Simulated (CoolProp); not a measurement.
Vapour-liquid equilibrium of CHF3 (R23) (1) + R13 (2) at 0.435 MPa; x and y are mole fractions of (1).

Values from CoolProp's multi-fluid Helmholtz-energy mixture model, Penoncello 2003 and Platzer 1990; pair parameters Bell 2016. This equation is an older, rougher fit; its heat capacities, sound speeds and derivatives of the liquid may be far off and weren't checked against measurements.

Q: Give the bubble temperature and the first vapour's composition at x = 0.05, 0.5, 0.875. Is there an azeotrope?

A: x = 0.05: 221.8 K, y = 0.120; x = 0.5: 215.6 K, y = 0.527; x = 0.875: 217.6 K, y = 0.789. y crosses x between x = 0.5 and 0.575: the model has an azeotrope there.

Pair parameters are fitted to limited data, so mixtures are less certain than the pure fluids.
